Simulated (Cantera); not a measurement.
A closed system holds: 1 mol CH₃SiCl₃, 60 mol H₂, held at 0.640 bar.

These are equilibrium values from Cantera (NASA tables, ideal gas, pure condensed phases), not measurements of a reactor. Candidate condensed phases: C, C₆H₆, C₇H₈, C₈H₁₈, Si, SiC; 109 gas species. The feed counts by its element totals alone. Kinetics and transport are ignored. All values below are at 1850 K.

Base state: H₂ 0.952, HCl 0.0468, H 0.000657, SiCl₂ 0.000359, CH₄ 0.000212, C₂H₂ (acetylene) 7.75e-5, Cl 2.46e-5 (mole fractions); condensed: SiC(s).

Question: What changes in the equilibrium state with this change: pressure from 0.640 bar to 0.0730 bar?

Answer: 
| species | before | after |
|---|---|---|
| H₂ | 0.952 | 0.951 |
| HCl | 0.0468 | 0.0469 |
| H | 0.000657 | 0.00194 |
| CH₄ | 0.000212 | 3.11e-5 |
| SiCl₂ | 0.000359 | 0.000280 |
| Cl | 2.46e-5 | 7.29e-5 |
| C₂H₂ (acetylene) | 7.75e-5 | 0.000129 |
| SiC(s), mol | 0.977 | 0.982 |
